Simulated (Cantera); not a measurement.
A freely propagating, adiabatic, planar premixed flame of CO : H₂ : CH₄ : O₂ : N₂ = 1 : 0.12 : 0.025 : 0.569 : 1.54 (molar parts), unburnt at 450 K and 0.133 bar; mixture-averaged transport, grid criteria slope 0.08 and curve 0.16, no radiation.

Computed with Cantera and GRI-Mech 3.0 (53 species, 325 reactions). Burning velocities carry a grid error of a few per cent, more on coarse grids.

x: mole fraction of selected species; z is measured from the peak of heat release.

```json
[
 {"z (mm)": "-18.8", "T (K)": "450", "u (m/s)": "1.76", "x CO": "0.307", "x H₂": "0.0369", "x CH₄": "0.00768", "x CH₂O": "<1e-8", "x C₂H₆": "<1e-8", "x NO₂": "<1e-8"},
 {"z (mm)": "-12.5", "T (K)": "450", "u (m/s)": "1.76", "x CO": "0.307", "x H₂": "0.0369", "x CH₄": "0.00768", "x CH₂O": "<1e-8", "x C₂H₆": "<1e-8", "x NO₂": "<1e-8"},
 {"z (mm)": "-9.40", "T (K)": "450", "u (m/s)": "1.76", "x CO": "0.307", "x H₂": "0.0369", "x CH₄": "0.00768", "x CH₂O": "<1e-8", "x C₂H₆": "<1e-8", "x NO₂": "<1e-8"},
 {"z (mm)": "-6.26", "T (K)": "450", "u (m/s)": "1.76", "x CO": "0.307", "x H₂": "0.0369", "x CH₄": "0.00768", "x CH₂O": "<1e-8", "x C₂H₆": "<1e-8", "x NO₂": "<1e-8"},
 {"z (mm)": "-3.13", "T (K)": "453", "u (m/s)": "1.77", "x CO": "0.307", "x H₂": "0.0365", "x CH₄": "0.00768", "x CH₂O": "2.69e-7", "x C₂H₆": "<1e-8", "x NO₂": "<1e-8"},
 {"z (mm)": "-1.57", "T (K)": "602", "u (m/s)": "2.34", "x CO": "0.301", "x H₂": "0.0335", "x CH₄": "0.00752", "x CH₂O": "5.88e-6", "x C₂H₆": "2.26e-7", "x NO₂": "<1e-8"},
 {"z (mm)": "0", "T (K)": "[?]", "u (m/s)": "4.04", "x CO": "[?]", "x H₂": "[?]", "x CH₄": "[?]", "x CH₂O": "[?]", "x C₂H₆": "[?]", "x NO₂": "<1e-8"},
 {"z (mm)": "1.57", "T (K)": "1333", "u (m/s)": "5.07", "x CO": "0.207", "x H₂": "0.00590", "x CH₄": "2.39e-6", "x CH₂O": "1.64e-7", "x C₂H₆": "<1e-8", "x NO₂": "<1e-8"},
 {"z (mm)": "3.13", "T (K)": "1477", "u (m/s)": "5.52", "x CO": "0.167", "x H₂": "0.00555", "x CH₄": "<1e-8", "x CH₂O": "<1e-8", "x C₂H₆": "<1e-8", "x NO₂": "<1e-8"},
 {"z (mm)": "6.26", "T (K)": "1618", "u (m/s)": "5.96", "x CO": "0.148", "x H₂": "0.00634", "x CH₄": "<1e-8", "x CH₂O": "<1e-8", "x C₂H₆": "<1e-8", "x NO₂": "<1e-8"},
 {"z (mm)": "12.5", "T (K)": "1761", "u (m/s)": "6.42", "x CO": "0.148", "x H₂": "0.00655", "x CH₄": "<1e-8", "x CH₂O": "<1e-8", "x C₂H₆": "<1e-8", "x NO₂": "<1e-8"},
 {"z (mm)": "25.1", "T (K)": "1919", "u (m/s)": "6.91", "x CO": "0.145", "x H₂": "0.00622", "x CH₄": "<1e-8", "x CH₂O": "<1e-8", "x C₂H₆": "<1e-8", "x NO₂": "<1e-8"},
 {"z (mm)": "50.1", "T (K)": "[?]", "u (m/s)": "7.41", "x CO": "0.138", "x H₂": "[?]", "x CH₄": "<1e-8", "x CH₂O": "<1e-8", "x C₂H₆": "<1e-8", "x NO₂": "<1e-8"}
]
```

Question: Some entries are withheld; supply them.

Answer: 
- 0, T (K): 1045
- 0, x CO: 0.271
- 0, x H₂: 0.0190
- 0, x CH₄: 0.00206
- 0, x CH₂O: 4.86e-5
- 0, x C₂H₆: 1.25e-7
- 50.1, T (K): 2082
- 50.1, x H₂: 0.00554
